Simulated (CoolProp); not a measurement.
Vapour-liquid equilibrium of propylene (1) + dimethyl ether (2) at 279 kPa; x and y are mole fractions of (1).

Model: multi-fluid Helmholtz-energy mixture model, Lemmon 2013 and Wu 2011; pair parameters Bell 2016, in CoolProp.

Task: Give the bubble temperature and the first vapour's composition at x = 0.05, 0.8, 0.95. Is there an azeotrope?

Result: x = 0.05: 272.2 K, y = 0.115; x = 0.8: 253.4 K, y = 0.887; x = 0.95: 251.2 K, y = 0.972. No azeotrope shows between x = 0.05 and 0.95.

The pair parameters rest on a limited set of measurements; away from them the model extrapolates.
